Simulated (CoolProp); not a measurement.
Vapour-liquid equilibrium of m-xylene (1) + n-nonane (2) at 448 K; x and y are mole fractions of (1).

Computed with CoolProp (multi-fluid Helmholtz-energy mixture model, Zhou 2012 and Lemmon 2006; pair parameters Bell 2016).

| x | bubble pressure, mixture model (MPa) | bubble pressure, Raoult's law (MPa) | y, mixture model | y, Raoult's law |
|---|---|---|---|---|
| 0.05 | 0.1902 | 0.1870 | 0.077 | 0.065 |
| 0.2 | 0.2062 | 0.1957 | 0.272 | 0.248 |
| 0.35 | [?] | 0.2045 | [?] | 0.415 |
| 0.5 | [?] | 0.2132 | 0.564 | 0.568 |
| 0.65 | 0.2360 | 0.2220 | 0.689 | 0.710 |
| 0.8 | [?] | 0.2307 | [?] | 0.840 |
| 0.95 | [?] | 0.2395 | 0.950 | 0.962 |

What belongs in the gaps?


- 0.35, bubble pressure, mixture model (MPa): 0.2190
- 0.35, y, mixture model: 0.429
- 0.5, bubble pressure, mixture model (MPa): 0.2288
- 0.8, bubble pressure, mixture model (MPa): 0.2407
- 0.8, y, mixture model: 0.815
- 0.95, bubble pressure, mixture model (MPa): 0.2425

The largest gap from Raoult's law is +7.3 % in bubble pressure, at x = 0.5. No azeotrope shows between x = 0.05 and 0.95.

The pair parameters rest on a limited set of measurements; away from them the model extrapolates.
